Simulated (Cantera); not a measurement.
Input: 1 mol Fe2O3, 0.64 mol SO3, 0.069 mol O2, equilibrated at 1100 K and 5.00 bar.

Method: chemical equilibrium by Gibbs-energy minimisation in Cantera with the NASA 1993 tables (ideal gas, pure condensed phases). Candidate condensed phases: Fe, FeO, FeS, FeSO4, FeS2, Fe2O3, Fe2(SO4)3, Fe3O4, S; 12 gas species. Equilibrium is a limit: real reactors are often held back by kinetics, nucleation or transport.

**Question.** What is the equilibrium state?

**Answer.** 
```
Property                               Value
--------------------------------  ----------
x(SO2)                                 0.412
x(SO3)                                 0.305
x(O2)                                  0.283
n(Fe2O3(s))                         1.00 mol
gas amount                        0.8928 mol
log10 activity of Fe(α) (absent)      -12.86
log10 activity of S(l) (absent)       -13.80
```
